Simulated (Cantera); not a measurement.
Charge: 1 mol Pb, 0.97 mol H2, 28 mol N2, equilibrated at 1580 Torr.

Equilibrium computed with Cantera from the NASA thermochemical tables; the gas is ideal and each condensed phase is pure. Candidate condensed phases: Pb; 11 gas species. Rates play no part. All values below are at 1298 K.

Base state: N2 0.965, H2 0.0334, Pb 0.00122 (mole fractions); condensed: Pb(l).

Question: What changes in the equilibrium state with this change: pressure from 1580 Torr to 3.83 Torr?

Answer: 
```tsv
species	before	after
N2	0.965	0.934
Pb	0.00122	0.0334
H2	0.0334	0.0324
Pb(l), mol	0.965	0
```
